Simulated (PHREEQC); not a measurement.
A solution holds 0.0087 mol/kgw FeSO4, 9.5e-05 mol/kgw NaF and 0.058 mol/kgw Na2SO4, at 9 °C. Closed to the air; pH follows from the charge balance.

All values are PHREEQC results (ion-association model, phreeqc.dat), not measurements.

### Question
The ionic strength comes out as 0.177 mol/kgw. What activity coefficients do SO4-2, Na+, FeF+, F-, NaSO4- get?

### Answer
SO4-2 0.31, Na+ 0.76, FeF+ 0.76, F- 0.72, NaSO4- 0.76.

This is a speciation only: nothing precipitates in the calculation. Species that the database lacks are ignored. Constants without temperature data keep their 25 °C values here. Fluoro complexes past AlF4- and FeF3 are missing from the database.
